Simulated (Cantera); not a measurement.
A freely propagating, adiabatic, planar premixed flame of H₂ : O₂ : N₂ = 1 : 1 : 3.76 (molar parts), equivalence ratio 0.50, unburnt at 673 K and 1.01 bar; mixture-averaged transport, grid criteria slope 0.08 and curve 0.16, no radiation.

Model: the H2/O2 subset of GRI-Mech 3.0, which has no nitrogen chemistry, integrated in Cantera. Burning velocities carry a grid error of a few per cent, more on coarse grids. Lean hydrogen flames are cellular in practice and burn faster than this planar one.

**Question.** How do the results move with these cheaper or finer settings: unity-Lewis-number transport; multicomponent transport; multicomponent+Soret transport; grid criteria slope 0.5, curve 1; grid criteria slope 0.25, curve 0.5; grid criteria slope 0.03, curve 0.06?

**Answer.** 
| setting | laminar burning velocity | thermal thickness | peak x(HO₂) | peak x(H) | grid points |
|---|---|---|---|---|---|
| as above | 458 cm/s | 0.440 mm | 0.000251 | 0.0164 | 115 |
| unity-Lewis-number transport | 374 cm/s | 0.305 mm | 0.000206 | 0.0232 | 108 |
| multicomponent transport | 454 cm/s | 0.436 mm | 0.000252 | 0.0164 | 117 |
| multicomponent+Soret transport | 426 cm/s | 0.434 mm | 0.000251 | 0.0156 | 117 |
| grid criteria slope 0.5, curve 1 | 651 cm/s | 0.578 mm | 0.000237 | 0.0193 | 39 |
| grid criteria slope 0.25, curve 0.5 | 541 cm/s | 0.494 mm | 0.000244 | 0.0178 | 53 |
| grid criteria slope 0.03, curve 0.06 | 442 cm/s | 0.429 mm | 0.000252 | 0.0161 | 258 |
Unity Lewis numbers drop preferential diffusion, which matters most where H2 and H carry the flame; Soret adds thermal diffusion.
